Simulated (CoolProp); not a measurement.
Vapour-liquid equilibrium of acetone (1) + benzene (2) at 142.25 °C; x and y are mole fractions of (1).

Values from CoolProp's multi-fluid Helmholtz-energy mixture model, Lemmon 2006 and Thol 2012; pair parameters Bell 2016.

| x | bubble pressure (MPa) | y at the bubble point | dew pressure at overall composition x (MPa) | liquid density (mol/L) |
|---|---|---|---|---|
| 0.05 | 0.5310 | 0.105 | 0.5121 | 9.517 |
| 0.2 | 0.6242 | 0.336 | 0.5668 | 9.682 |
| 0.35 | 0.7039 | 0.500 | 0.6307 | 9.861 |
| 0.5 | 0.7747 | 0.633 | 0.7036 | 10.06 |
| 0.65 | 0.8398 | 0.750 | 0.7839 | 10.28 |
| 0.8 | 0.9010 | 0.859 | 0.8680 | 10.52 |
| 0.95 | 0.9593 | 0.965 | 0.9513 | 10.79 |

No azeotrope shows between x = 0.05 and 0.95.

The pair parameters rest on a limited set of measurements; away from them the model extrapolates.
